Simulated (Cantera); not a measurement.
An adiabatic, constant-volume homogeneous reactor starts with CO : H2 : CH4 : O2 : N2 = 1 : 0.19 : 0.28 : 0.679 : 2.55 (molar parts), equivalence ratio 1.7, at 1350 K and 101000 Pa. Integrator tolerance rtol = 1e-08.

Model: GRI-Mech 3.0 (53 species, 325 reactions), integrated in Cantera.

Task: What does this change do: initial temperature 1350 to 1175 K?

Result: 
```json
[
 {"quantity": "time of steepest temperature rise", "before": "0.479 ms", "after": "1.90 ms"},
 {"quantity": "temperature at 1.00 s", "before": "2891 K", "after": "2839 K"},
 {"quantity": "equilibrium temperature", "before": "2891 K", "after": "2839 K"},
 {"quantity": "x(CO) at 1.00 s", "before": "0.187 (gas-phase equilibrium 0.187)", "after": "0.184 (gas-phase equilibrium 0.184)"},
 {"quantity": "x(H2) at 1.00 s", "before": "0.0340 (gas-phase equilibrium 0.0340)", "after": "0.0333 (gas-phase equilibrium 0.0333)"},
 {"quantity": "x(CH4) at 1.00 s", "before": "<1e-12 (gas-phase equilibrium <1e-12)", "after": "<1e-12 (gas-phase equilibrium <1e-12)"},
 {"quantity": "x(CH2CO) at 1.00 s", "before": "<1e-12 (gas-phase equilibrium <1e-12)", "after": "<1e-12 (gas-phase equilibrium <1e-12)"},
 {"quantity": "x(CH2O) at 1.00 s", "before": "5.56e-9 (gas-phase equilibrium 5.56e-9)", "after": "5.99e-9 (gas-phase equilibrium 5.99e-9)"},
 {"quantity": "x(NO) at 1.00 s", "before": "0.00519 (gas-phase equilibrium 0.00519)", "after": "0.00402 (gas-phase equilibrium 0.00402)"}
]
```

Task: What does this change do: pressure from 101000 Pa to 1300000 Pa?

Result: 
```csv
quantity,before,after
time of steepest temperature rise,0.479 ms,67.3 µs
temperature at 1.00 s,2891 K,3081 K
equilibrium temperature,2891 K,3081 K
x(CO) at 1.00 s,0.187 (gas-phase equilibrium 0.187),0.183 (gas-phase equilibrium 0.183)
x(H2) at 1.00 s,0.0340 (gas-phase equilibrium 0.0340),0.0318 (gas-phase equilibrium 0.0318)
x(CH4) at 1.00 s,<1e-12 (gas-phase equilibrium <1e-12),1.95e-11 (gas-phase equilibrium 2.27e-11)
x(CH2CO) at 1.00 s,<1e-12 (gas-phase equilibrium <1e-12),1.04e-12 (gas-phase equilibrium 1.10e-12)
x(CH2O) at 1.00 s,5.56e-9 (gas-phase equilibrium 5.56e-9),6.94e-8 (gas-phase equilibrium 6.94e-8)
x(NO) at 1.00 s,0.00519 (gas-phase equilibrium 0.00519),0.00399 (gas-phase equilibrium 0.00399)
```
The pressure lies above the range GRI-Mech 3.0 was tuned for (to about 10 atm). Above 3000 K some thermodynamic fits are extrapolated.
